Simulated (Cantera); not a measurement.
An isothermal, constant-pressure homogeneous reactor starts with C2H6 : N2 = 1 : 11 (molar parts), at 1248 K and 20.0 Torr.

Detailed kinetics in Cantera: GRI-Mech 3.0 (53 species, 325 reactions). GRI-Mech 3.0 stops at C3 and has no aromatics, soot or wall deposition, so with more carbon than oxygen in the feed, carbon stays in small species such as C2H2 where larger ones or solid carbon would form. Radical loss at walls, strong at low pressure, is not modelled.

x: mole fraction; the columns are a selection and need not sum to one.

| t (s) | x C2H6 | x H2 | x C2H2 | x CH3 | x CH4 |
|---|---|---|---|---|---|
| 1.00e-5 | 0.0833 | 8.77e-11 | <1e-12 | ? | 2.63e-9 |
| 4.60e-5 | 0.0833 | 3.93e-9 | <1e-12 | ? | 5.54e-8 |
| 0.000211 | 0.0833 | 4.54e-7 | <1e-12 | ? | 1.14e-6 |
| 0.000972 | 0.0832 | 4.34e-5 | 2.04e-9 | ? | 2.14e-5 |
| 0.00447 | 0.0809 | 0.00173 | 3.80e-6 | ? | 0.000333 |
| 0.0206 | 0.0636 | 0.0149 | 0.000350 | ? | 0.00331 |
| 0.0946 | 0.0165 | 0.0535 | 0.00636 | ? | 0.0143 |
| 0.435 | 0.000343 | 0.0812 | 0.0243 | ? | 0.0186 |
| 2.00 | 1.15e-5 | 0.0924 | 0.0360 | ? | 0.0185 |

Question: What belongs in the gaps?

Answer: 
- 1.00e-5, x CH3: 1.11e-6
- 4.60e-5, x CH3: 5.06e-6
- 0.000211, x CH3: 2.23e-5
- 0.000972, x CH3: 8.58e-5
- 0.00447, x CH3: 0.000274
- 0.0206, x CH3: 0.000362
- 0.0946, x CH3: 0.000187
- 0.435, x CH3: 2.27e-5
- 2.00, x CH3: 4.32e-6
